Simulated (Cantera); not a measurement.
Feed: 1 mol SiC, 0.15 mol H₂O, 14 mol N₂, equilibrated at 1750 K and 10.0 mbar.

Equilibrium computed with Cantera from the NASA thermochemical tables; the gas is ideal and each condensed phase is pure. Candidate condensed phases: C, C₆H₆, C₇H₈, C₈H₁₈, H₂O, Si, SiC, SiO₂, Si₂N₂O, Si₃N₄; 151 gas species. Equilibrium is a limit: real reactors are often held back by kinetics, nucleation or transport.

Base state: N₂ 0.979, H₂ 0.0104, CO 0.00525, SiO 0.00524, H 0.000237, Si 4.12e-5, HCN 3.33e-5 (mole fractions); condensed: SiC(s).

### Question
What changes in the equilibrium state with this change: pressure from 10.0 mbar to 1 atm?

### Answer
```csv
species,before,after
N₂,0.979,0.983
H₂,0.0104,0.0103
CO,0.00525,0.00602
SiO,0.00524,2.88e-5
Si,4.12e-5,2.82e-8
HNC,1.13e-6,1.63e-5
HCN,3.33e-5,0.000481
H,0.000237,2.35e-5
"SiC(s), mol",0.924,0.871
"C(graphite), mol",0,0.0367
"Si₂N₂O(s), mol",0,0.0643
```
Mutual solubility and eutectic melting of coexisting phases are not modelled.

### Question
What changes in the equilibrium state with this change: H₂O from 0.15 to 0.003 mol?

### Answer
```json
[
 {"species": "N₂", "before": "0.979", "after": "1.000"},
 {"species": "H₂", "before": "0.0104", "after": "0.000195"},
 {"species": "CO", "before": "0.00525", "after": "0.000124"},
 {"species": "SiO", "before": "0.00524", "after": "9.04e-5"},
 {"species": "H", "before": "0.000237", "after": "3.25e-5"},
 {"species": "HCN", "before": "3.33e-5", "after": "5.40e-6"},
 {"species": "SiC(s), mol", "before": "0.924", "after": "0.998"}
]
```

### Question
What changes in the equilibrium state with this change: temperature from 1750 K to 975 K?

### Answer
```tsv
species	before	after
N₂	0.979	0.989
H₂	0.0104	0.0111
HCN	3.33e-5	3.60e-7
CO	0.00525	1.27e-9
SiO	0.00524	<1e-9
H	0.000237	1.20e-9
Si	4.12e-5	<1e-9
SiC(s), mol	0.924	0
C(graphite), mol	0	1.000
Si₂N₂O(s), mol	0	0.150
Si₃N₄(s), mol	0	0.233
```
N₂ is the only nitrogen source here; it is nearly inert below about 1500 K, so the nitride shown seldom forms there in practice.
